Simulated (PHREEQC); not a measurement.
Consider water at 9 °C with 0.17 mol H2SO4 and 0.031 mol FeSO4 per kg of water. Closed to the air; pH follows from the charge balance.

All values are PHREEQC results (ion-association model, wateq4f.dat), not measurements.

Precipitation was switched off in this run.

What pH, ionic strength, activity of water does the model give?

pH 0.84; ionic strength 0.280 mol/kgw; activity of water 0.993.

In which forms is Fe present?

Fe+2 53 %, FeHSO4+ 27 %, FeSO4 20 % of the Fe.

Species that the database lacks are ignored. At this temperature some constants are extrapolated from 25 °C, and those without enthalpy data are left unchanged.
